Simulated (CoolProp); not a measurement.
Carbon dioxide at 445.14 K and 0.342 MPa flows at 0.52 m/s in a round tube of 50 mm bore and 15 µm roughness, fully developed (64/Re and Nu = 3.66 if laminar; Colebrook and Gnielinski if turbulent). Each further row changes one setting.

Values from CoolProp's reference Helmholtz-energy equation of state, Span 1996.

```tsv
case	Reynolds number	Darcy friction factor	pressure drop (Pa/m)	heat-transfer coefficient (W/(m² K))	mass flow (kg/h)
as stated	4900	0.0379	0.419	9.31	15.0
velocity 1.04 m/s	9810	0.0315	1.39	17.2	30.0
diameter 100 mm	9810	0.0313	0.173	8.52	60.0
```

Viscosity comes from a separate model (Laesecke 2017). Thermal conductivity comes from a separate model (Huber 2016).
